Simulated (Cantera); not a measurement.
A closed system holds: 1 mol Si₂Cl₆, 0.37 mol HCl, 98 mol H₂, equilibrated at 1498 K and 1.30 mbar.

Method: chemical equilibrium by Gibbs-energy minimisation in Cantera with the NASA 1993 tables (ideal gas, pure condensed phases). Candidate condensed phases: Si; 19 gas species. The feed counts by its element totals alone. The tables' values for SiCl₃, SiCl are old estimates; treat these amounts as uncertain. Kinetics and transport are ignored.

Base state: H₂ 0.944, HCl 0.0474, SiCl₂ 0.00763, H 0.000463, SiCl₃ 3.39e-5, Cl 1.88e-5, SiCl 1.01e-5 (mole fractions); condensed: Si(s).

### Question
What changes in the equilibrium state with this change: Si₂Cl₆ replaced by SiH₂Cl₂?

### Answer
| species | before | after |
|---|---|---|
| H₂ | 0.944 | 0.977 |
| HCl | 0.0474 | 0.0208 |
| SiCl₂ | 0.00763 | 0.00141 |
| SiCl₃ | 3.39e-5 | 2.70e-6 |
| SiCl | 1.01e-5 | 4.34e-6 |
| Cl | 1.88e-5 | 8.07e-6 |
| H | 0.000463 | 0.000471 |
| Si(s), mol | 1.22 | 0.856 |

### Question
What changes in the equilibrium state with this change: HCl from 0.37 to 3.3 mol?

### Answer
```
species      before    after
----------  -------  -------
H₂            0.944    0.924
HCl          0.0474   0.0621
SiCl₂       0.00763   0.0134
SiCl₃       3.39e-5  7.86e-5
Cl          1.88e-5  2.48e-5
Si(s), mol     1.22    0.593
```
